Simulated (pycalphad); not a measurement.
## Freezing of Hf-B alloys with rising B

Computed with pycalphad from the COST 507 light-alloy database (1999), at 1 atm. The database dates from 1999; later assessments differ in places, in temperatures and in the compounds included. Amounts are mole fractions of atoms.

Scheil-Gulliver runs (no diffusion in the solid, steps of 4 K) beside full equilibrium.

| alloy | liquidus (K) | Scheil, half solid (K) | Scheil, 80 % solid (K) | Scheil, invariant end (K) | liquid left at that end | equilibrium solidus (K) |
|---|---|---|---|---|---|---|
| Hf-3.07B (at.%) | 2450 | 2395 | 2184 | 2154 | 0.19 | 2154 |
| Hf-9.21B (at.%) | 2323 | at the invariant end | at the invariant end | 2154 | 0.60 | 2154 |
| Hf-12.28B (at.%) | 2241 | at the invariant end | at the invariant end | 2154 | 0.81 | 2154 |
